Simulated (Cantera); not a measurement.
Input: 1 mol Al, 5.2 mol Cl₂, 0.18 mol H₂, at 1075 K and 380 Pa.

Method: chemical equilibrium by Gibbs-energy minimisation in Cantera with the NASA 1993 tables (ideal gas, pure condensed phases). Candidate condensed phases: Al, AlCl₃; 12 gas species. Kinetics and transport are ignored.

Base state: Cl₂ 0.708, AlCl₃ 0.203, HCl 0.0732, Cl 0.0151 (mole fractions); condensed: gas only.

**Question.** What changes in the equilibrium state with this change: H₂ from 0.18 to 1.2 mol?

**Answer.** 
```
species  before   after
-------  ------  ------
Cl₂       0.708   0.416
HCl      0.0732   0.404
AlCl₃     0.203   0.169
Cl       0.0151  0.0115
```

**Question.** What changes in the equilibrium state with this change: temperature from 1075 K to 1123 K?

**Answer.** 
```csv
species,before,after
Cl₂,0.708,0.698
AlCl₃,0.203,0.202
HCl,0.0732,0.0728
Cl,0.0151,0.0272
```
